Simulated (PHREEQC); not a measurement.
## Brine: speciation

Solution (20 °C): 3.5 mol/kgw H2SO4, 0.066 mol/kgw K2SO4 and 0.4 mol/kgw NaCl. Closed to the air; pH follows from the charge balance.

Computed with PHREEQC (Pitzer model, pitzer.dat).

No solid was allowed to form.

Task: Predict the pH, density, osmotic coefficient.

Result: pH -1.43; density 1.199 g/cm³; osmotic coefficient 1.493.

Task: In which forms is S present?

Result: HSO4- 82 %, SO4-2 18 % of the S.

In brines, pH and single-ion activities rest on the MacInnes convention.
